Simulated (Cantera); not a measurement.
Charge: 1 mol CH₃OH, 0.21 mol CO₂, 31 mol H₂, equilibrated at 1.50 bar.

Method: chemical equilibrium by Gibbs-energy minimisation in Cantera with the NASA 1993 tables (ideal gas, pure condensed phases). Candidate condensed phases: C, C₆H₆, C₇H₈, C₈H₁₈, H₂O; 110 gas species. Kinetics and transport are ignored.

At 1023 K, list the 5 most abundant gas species with their mole fractions, and the condensed phases.

H₂ 0.936, H₂O 0.0270, CH₄ 0.0212, CO 0.0151, CO₂ 0.000570. Condensed: gas only.
